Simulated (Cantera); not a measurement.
Feed: 1 mol N₂O, 0.12 mol H₂, 3.2 mol O₂, equilibrated at 0.0150 bar.

These are equilibrium values from Cantera (NASA tables, ideal gas, pure condensed phases), not measurements of a reactor. Candidate condensed phases: H₂O; 24 gas species. Equilibrium is a limit: real reactors are often held back by kinetics, nucleation or transport.

log p: log10 of the partial pressure in bar; nothing condenses.

```
T (K)  log p O  log p O₂  log p N₂  log p H  log p NO  log p H₂O  log p OH
-----  -------  --------  --------  -------  --------  ---------  --------
2173     -3.62     -1.95     -2.52    -5.09     -3.77      -3.51     -3.93
2323     -3.23     -1.97     -2.53    -4.58     -3.64      -3.59     -3.72
2473       ___     -2.00     -2.55      ___       ___        ___       ___
2623     -2.61     -2.05     -2.57    -3.84     -3.47      -3.98     -3.51
2773     -2.38     -2.13     -2.61    -3.62     -3.43      -4.34     -3.54
2923       ___       ___     -2.65      ___     -3.43        ___       ___
3073     -2.07     -2.45     -2.70    -3.43     -3.47      -5.43     -3.87
3223     -1.98     -2.70     -2.73    -3.40     -3.54      -6.06     -4.11
3373     -1.94     -2.98     -2.76    -3.39     -3.62      -6.69     -4.38
3523     -1.92     -3.27     -2.77    -3.39     -3.71      -7.30     -4.65
```

Question: What belongs in the gaps?

Answer: 
- 2923, log p O: -2.20
- 2923, log p O₂: -2.26
- 2923, log p H: -3.49
- 2923, log p H₂O: -4.84
- 2923, log p OH: -3.67
- 2473, log p O: -2.90
- 2473, log p H: -4.16
- 2473, log p NO: -3.54
- 2473, log p H₂O: -3.74
- 2473, log p OH: -3.58
